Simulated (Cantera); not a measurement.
Oxide etching and cleaning by halides: Fe2O3 + HCl

Feed: 1 mol Fe2O3, 36 mol HCl, at 0.133 bar.

Cantera equilibrium calculation (NASA polynomials, part measured and part estimated; ideal gas, pure solids and liquids). Candidate condensed phases: Fe, FeCl2, FeCl3, FeO, Fe(OH)2, Fe(OH)3, Fe2O3, Fe3O4, H2O; 22 gas species. Kinetics and transport are ignored.

```json
[
 {"T (K)": "1198", "x HCl": "0.868", "x H2O": "0.0717", "x FeCl2": "0.0228", "x FeCl3": "0.0256", "x Cl": "0.00125", "x Cl2": "0.00966", "x O2": "0.000583", "n Fe2O3(s)": "0.136"},
 {"T (K)": "1248", "x HCl": "0.848", "x H2O": "0.0806", "x FeCl2": "0.0315", "x FeCl3": "0.0245", "x Cl": "0.00222", "x Cl2": "0.0112", "x O2": "0.00175", "n Fe2O3(s)": "0"},
 {"T (K)": "1298", "x HCl": "0.848", "x H2O": "0.0785", "x FeCl2": "0.0367", "x FeCl3": "0.0190", "x Cl": "0.00355", "x Cl2": "0.0113", "x O2": "0.00264", "n Fe2O3(s)": "0"},
 {"T (K)": "1348", "x HCl": "0.848", "x H2O": "0.0764", "x FeCl2": "0.0412", "x FeCl3": "0.0144", "x Cl": "0.00536", "x Cl2": "0.0109", "x O2": "0.00351", "n Fe2O3(s)": "0"},
 {"T (K)": "1398", "x HCl": "0.848", "x H2O": "0.0746", "x FeCl2": "0.0448", "x FeCl3": "0.0106", "x Cl": "0.00771", "x Cl2": "0.0101", "x O2": "0.00422", "n Fe2O3(s)": "0"},
 {"T (K)": "1448", "x HCl": "0.847", "x H2O": "0.0734", "x FeCl2": "0.0475", "x FeCl3": "0.00766", "x Cl": "0.0106", "x Cl2": "0.00906", "x O2": "0.00469", "n Fe2O3(s)": "0"},
 {"T (K)": "1498", "x HCl": "0.845", "x H2O": "0.0727", "x FeCl2": "0.0495", "x FeCl3": "0.00549", "x Cl": "0.0140", "x Cl2": "0.00790", "x O2": "0.00491", "n Fe2O3(s)": "0"}
]
```
x: gas mole fraction; n: condensed amount in mol.

At 1198 K the condensed part is Fe2O3(s). From 1248 K to 1498 K nothing is condensed. The main Fe-bearing gas is FeCl3 at 1198 K and FeCl2 at 1498 K.
